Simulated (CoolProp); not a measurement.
A simple Rankine cycle with water: condensing at 325.15 K, boiler at 0.69 MPa, turbine inlet 587.5 K, turbine efficiency 0.65, pump efficiency 0.7, no recuperator. Each further row changes one setting.

Values from CoolProp's reference Helmholtz-energy equation of state, Wagner 2002.

```csv
case,thermal efficiency (%),net work (kJ/kg),heat in (kJ/kg),turbine exit temperature (K),volume ratio over the turbine
as stated,16.2,465,2870,340.2,29.7
turbine inlet 607.5 K,16.4,477,2910,355.5,30.0
condensing temperature 317.15 K,17.2,500,2900,321.5,42.0
boiler pressure 0.483 MPa,15.0,432,2880,359.9,21.9
turbine efficiency 0.55,13.7,393,2870,377.6,33.0
```
